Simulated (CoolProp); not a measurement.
Properties of hydrogen sulfide at several states (Tc = 100.0 °C, pc = 8.999 MPa, ω = 0.101).

The numbers come from the reference Helmholtz-energy equation of state, Lemmon 2006 in CoolProp. It is a short technical equation, of lower accuracy than the large ones.

```csv
T (°C),p (MPa),phase,density (kg/m³),fugacity coefficient
195.65,0.152,gas,1.333,0.9974
120.45,2.04,gas,22.76,0.9371
69.25,0.109,gas,1.312,0.9947
335.55,0.0204,gas,0.1374,0.9999
128.75,0.0508,gas,0.5189,0.9985
235.15,0.926,gas,7.559,0.9879
```
